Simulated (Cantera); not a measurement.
# Premixed flame

A freely propagating, adiabatic, planar premixed flame of H2 : O2 : N2 = 1 : 0.625 : 2.35 (molar parts), equivalence ratio 0.80, unburnt at 550 K and 5.00 bar; multicomponent+Soret transport, grid criteria slope 0.08 and curve 0.16, no radiation.

Cantera simulation using the H2/O2 subset of GRI-Mech 3.0, which has no nitrogen chemistry; the numbers are that mechanism's predictions, not measurements. The hydrogen kinetics of GRI-Mech 3.0 are dated; newer H2 mechanisms differ, most at raised pressure. Burning velocities carry a grid error of a few per cent, more on coarse grids.

| z (mm) | T (K) | u (m/s) | x H2 | x O2 | x H2O2 | x HO2 | x O | x H2O |
|---|---|---|---|---|---|---|---|---|
| -0.167 | 550 | 3.67 | 0.251 | 0.157 | <1e-8 | <1e-8 | <1e-8 | 7.28e-8 |
| -0.112 | 550 | 3.67 | 0.251 | 0.157 | <1e-8 | 5.54e-8 | <1e-8 | 1.40e-6 |
| -0.0837 | 550 | 3.66 | 0.248 | 0.158 | 6.53e-8 | 7.65e-7 | <1e-8 | 1.55e-5 |
| -0.0558 | 553 | 3.64 | 0.240 | 0.160 | 9.11e-7 | 1.05e-5 | 1.33e-7 | 0.000166 |
| -0.0279 | 626 | 3.93 | 0.196 | 0.166 | 4.39e-5 | 0.000538 | 1.14e-5 | 0.00654 |
| -0.0139 | 926 | 5.64 | 0.151 | 0.155 | 0.000103 | 0.000796 | 0.000333 | 0.0423 |
| 0 | 1355 | 8.13 | 0.0931 | 0.119 | 3.03e-5 | 0.000401 | 0.00279 | 0.117 |
| 0.0139 | 1663 | 9.94 | 0.0470 | 0.0788 | 5.73e-6 | 0.000207 | 0.00624 | 0.185 |
| 0.0279 | 1839 | 11.0 | 0.0267 | 0.0582 | 3.41e-6 | 0.000120 | 0.00756 | 0.219 |
| 0.0558 | 2016 | 11.9 | 0.0164 | 0.0472 | 2.05e-6 | 6.33e-5 | 0.00646 | 0.240 |
| 0.112 | 2160 | 12.7 | 0.0106 | 0.0431 | 1.31e-6 | 3.17e-5 | 0.00390 | 0.254 |
| 0.223 | 2256 | 13.2 | 0.00568 | 0.0411 | 8.88e-7 | 1.53e-5 | 0.00194 | 0.265 |
| 0.446 | 2305 | 13.5 | 0.00275 | 0.0405 | 6.62e-7 | 8.57e-6 | 0.000931 | 0.271 |
x: mole fraction of selected species; z is measured from the peak of heat release.

```
Quantity                      Value
------------------------  ---------
laminar burning velocity   367 cm/s
thermal thickness         0.0558 mm
peak x(H2O2)               0.000104
peak x(HO2)                0.000918
peak x(O)                   0.00759
grid points                     110
```
